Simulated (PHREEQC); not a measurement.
A solution holds 0.0074 mol NH4Cl, 0.0011 mol Na2B4O7 and 8.6e-05 mol NaCl per kg of water, at 20 °C. Closed to the air; pH follows from the charge balance.

The numbers come from PHREEQC with the ion-association model, wateq4f.dat.

```csv
quantity,before,after
pH,8.72,8.71
H2BO3- (mol/kgw),0.00102,9.52e-5
SI of Halite (NaCl),-6.42,-8.37
```

Q: What was changed between the two runs?
(A) Na2B4O7 from 0.0011 to 0.0055 mol/kgw
(B) Na2B4O7 from 0.0011 to 0.00121 mol/kgw
(C) NaCl left out
(D) NH4Cl from 0.0074 to 0.00814 mol/kgw
(E) diluted 10-fold with water

A: E, diluted 10-fold with water

This is a speciation only: nothing precipitates in the calculation.
